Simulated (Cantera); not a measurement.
An isothermal, constant-pressure homogeneous reactor starts with CH₄ : CO₂ = 1 : 3.2 (molar parts), at 1325 K and 100.0 Torr. Integrator tolerance rtol = 1e-08.

Cantera simulation using GRI-Mech 3.0 (53 species, 325 reactions); the numbers are that mechanism's predictions, not measurements.

Question: What does this change do: temperature 1325 to 1850 K?

Answer: 
```json
[
 {"quantity": "x(CH₄) at 2.00 s", "before": "0.235 (gas-phase equilibrium 1.47e-8)", "after": "1.69e-11 (gas-phase equilibrium 1.82e-11)"},
 {"quantity": "x(CO₂) at 2.00 s", "before": "0.761 (gas-phase equilibrium 0.209)", "after": "0.170 (gas-phase equilibrium 0.170)"},
 {"quantity": "x(HO₂) at 2.00 s", "before": "<1e-12 (gas-phase equilibrium <1e-12)", "after": "2.17e-11 (gas-phase equilibrium 2.17e-11)"},
 {"quantity": "x(C₂H) at 2.00 s", "before": "2.31e-12 (gas-phase equilibrium <1e-12)", "after": "<1e-12 (gas-phase equilibrium <1e-12)"},
 {"quantity": "x(C₂H₂) at 2.00 s", "before": "0.000355 (gas-phase equilibrium <1e-12)", "after": "<1e-12 (gas-phase equilibrium <1e-12)"},
 {"quantity": "x(CH₂O) at 2.00 s", "before": "1.42e-6 (gas-phase equilibrium 5.12e-9)", "after": "3.84e-9 (gas-phase equilibrium 3.84e-9)"}
]
```
